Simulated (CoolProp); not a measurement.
Properties of octamethyltrisiloxane (MDM) along the isobar 3.98 MPa.

Computed with CoolProp (reference Helmholtz-energy equation of state, Thol 2017).

| T (°C) | phase | isothermal compressibility (1/MPa) | fugacity coefficient |
|---|---|---|---|
| 132.35 | liquid | 0.004251 | 0.02045 |
| 144.45 | liquid | [?] | 0.02832 |
| 156.55 | liquid | 0.005483 | 0.03820 |
| 168.65 | liquid | 0.006275 | 0.05031 |
| 180.75 | liquid | 0.007222 | [?] |
| 192.85 | liquid | 0.008364 | 0.08191 |
| 204.95 | liquid | 0.009754 | 0.1016 |
| 217.05 | liquid | [?] | [?] |
| 229.15 | liquid | 0.01359 | [?] |
| 241.25 | liquid | 0.01626 | 0.1766 |
| 253.45 | liquid | [?] | 0.2067 |
| 265.55 | liquid | [?] | 0.2387 |
| 277.65 | liquid | [?] | 0.2726 |
| 289.75 | liquid | 0.03767 | 0.3080 |
| 301.85 | supercritical | 0.04813 | 0.3445 |

Problem. Complete the blanks.

Solution. 
- 144.45, isothermal compressibility (1/MPa): 0.004817
- 180.75, fugacity coefficient: 0.06483
- 217.05, isothermal compressibility (1/MPa): 0.01146
- 217.05, fugacity coefficient: 0.1240
- 229.15, fugacity coefficient: 0.1490
- 253.45, isothermal compressibility (1/MPa): 0.01969
- 265.55, isothermal compressibility (1/MPa): 0.02411
- 277.65, isothermal compressibility (1/MPa): 0.02992
